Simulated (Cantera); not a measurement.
Roasting and sulfation: Fe2O3 + SO2 + N2

A closed system holds: 1 mol Fe2O3, 2.7 mol SO2, a varied amount of N2, equilibrated at 748.15 K and 12800 Torr.

Method: chemical equilibrium by Gibbs-energy minimisation in Cantera with the NASA 1993 tables (ideal gas, pure condensed phases). Candidate condensed phases: Fe, FeO, FeS, FeSO4, FeS2, Fe2O3, Fe2(SO4)3, Fe3O4, S; 19 gas species. The numbers say what is thermodynamically allowed, not how fast it happens.

From 2.8 mol N2 to 4.6 mol N2 the condensed part is FeSO4(s) + Fe2O3(s). From 5.8 mol N2 to 48 mol N2 the condensed part is Fe2O3(s).

```csv
n(N2) (mol),x N2,x SO2,x S2O,x S2,x SO3,x SO,n FeSO4(s),n Fe2O3(s)
2.8,0.509,0.491,4.40e-5,3.47e-5,1.67e-8,1.27e-8,0.00298,0.999
3.6,0.572,0.428,1.49e-5,8.98e-6,1.91e-8,8.44e-9,0.00102,0.999
4.6,0.630,0.370,4.59e-6,2.06e-6,2.22e-8,5.43e-9,0.000321,1.000
5.8,0.682,0.318,1.36e-6,4.50e-7,2.58e-8,3.44e-9,0,1.000
7.3,0.730,0.270,3.71e-7,8.87e-8,3.04e-8,2.11e-9,0,1.000
9.2,0.773,0.227,9.22e-8,1.56e-8,3.62e-8,1.25e-9,0,1.000
12,0.816,0.184,1.70e-8,1.88e-9,4.47e-8,6.65e-10,0,1.00
15,0.847,0.153,1.09e-8,1.18e-9,3.80e-8,5.39e-10,0,1.00
19,0.876,0.124,8.41e-9,9.54e-10,2.95e-8,4.62e-10,0,1.00
24,0.899,0.101,6.45e-9,7.69e-10,2.28e-8,3.95e-10,0,1.00
30,0.917,0.0826,4.97e-9,6.23e-10,1.77e-8,3.38e-10,0,1.00
38,0.934,0.0663,3.76e-9,4.95e-10,1.35e-8,2.86e-10,0,1.00
48,0.947,0.0533,2.83e-9,3.94e-10,1.03e-8,2.42e-10,0,1.00
```
x: gas mole fraction; n: condensed amount in mol.
